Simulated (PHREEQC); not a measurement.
Consider water at 32 °C with 0.0005 mol/kgw CaSO4 and 0.031 mol/kgw CdCl2. Closed to the air; pH follows from the charge balance.

The numbers come from PHREEQC with the ion-association model, wateq4f.dat.

No solid was allowed to form.

Q: Predict the pH.

A: pH 5.59.

Q: In which forms is Cd present?

A: CdCl+ 59 %, Cd+2 34 %, CdCl2 6.5 %, CdSO4 0.6 % of the Cd.
